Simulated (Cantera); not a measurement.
Input (Python, Cantera) and output of one run.

```python
import numpy as np
import cantera as ct

gas_names = [...]  # 113 gases of nasa_gas.yaml made of C, Cu, H, O
cond_names = """
    C(gr) C6H6(L) C7H8(L) C8H18(L),n-octa Cu(cr) Cu(L) CuO(s) CuO2H2(s) Cu2O(s) Cu2O(L) H2O(s) H2O(L)
""".split()


# ... load() reads the species with a 1 bar reference pressure and builds the phases ...
atoms = {
    'CuO': {'Cu': 1, 'O': 1},
    'CH4': {'C': 1, 'H': 4},
    'CO': {'C': 1, 'O': 1},
}
top_T = {'C(gr)': 4500, 'CuO(s)': 1390}  # K; cautious upper limits of use, not melting points


# ... equilibrate(T, P, feed) seeds the gas with the atoms and calls Mixture.equilibrate('TP', solver="vcs", rtol=1e-11, max_steps=5000) ...
results = []
feed = {'CuO': 1, 'CH4': 0.51, 'CO': 0.045}  # mol
T = 2048  # K
P = 21  # Pa
mix = equilibrate(T, P, feed)
results.append((T, P, feed, dict(zip(mix.species_names, mix.species_moles))))
print(gas.report(threshold=1e-05))
for i in range(1, mix.n_phases):
    print(f"{mix.phase(i).name:16s} {mix.phase_moles(i):12.5e} mol")
```

Output:

```
       temperature   2048 K
          pressure   21 Pa
           density   4.0962e-05 kg/m^3
  mean mol. weight   33.214 kg/kmol
   phase of matter   gas

                          1 kg             1 kmol
                     ---------------   ---------------
          enthalpy        3.8107e+06        1.2657e+08  J
   internal energy         3.298e+06        1.0954e+08  J
           entropy            9173.9        3.0471e+05  J/K
    Gibbs function       -1.4977e+07       -4.9747e+08  J
 heat capacity c_p            974.46             32366  J/K
 heat capacity c_v            724.13             24052  J/K

                      mass frac. Y      mole frac. X     chem. pot. / RT
                     ---------------   ---------------   ---------------
                CO             0.151           0.17905           -44.463
               CO2          0.037234          0.028101           -66.976
                Cu             0.714           0.37319           -12.319
               CuO        2.8032e-05        1.1705e-05           -34.832
               Cu2        8.1495e-05        2.1298e-05           -24.639
                 H         0.0020801          0.068541           -14.825
                H2          0.011942           0.19675           -29.651
               H2O          0.079679           0.14691           -52.163
                 O         0.0006753         0.0014019           -22.513
                OH         0.0028538         0.0055734           -37.338
                O2         0.0004324        0.00044883           -45.026
     [ +102 minor]        5.9277e-09        6.0249e-09

C(gr)             0.00000e+00 mol
Cu(L)             0.00000e+00 mol
Cu2O(L)           0.00000e+00 mol
```

Method: chemical equilibrium by Gibbs-energy minimisation in Cantera with the NASA 1993 tables (ideal gas, pure condensed phases).
